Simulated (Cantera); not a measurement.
A freely propagating, adiabatic, planar premixed flame of 6.23 % CH4, 7.48 % CO, 18.6 % O2, 57.7 % N2, 9.97 % H2O, unburnt at 475 K and 400000 Pa; mixture-averaged transport, grid criteria slope 0.08 and curve 0.16, no radiation.

Detailed kinetics in Cantera: GRI-Mech 3.0 (53 species, 325 reactions). Burning velocities carry a grid error of a few per cent, more on coarse grids.

### Question
Predict: laminar burning velocity; thermal thickness; peak x(H2).

### Answer
laminar burning velocity: 52.0 cm/s
thermal thickness: 0.137 mm
peak x(H2): 0.00897
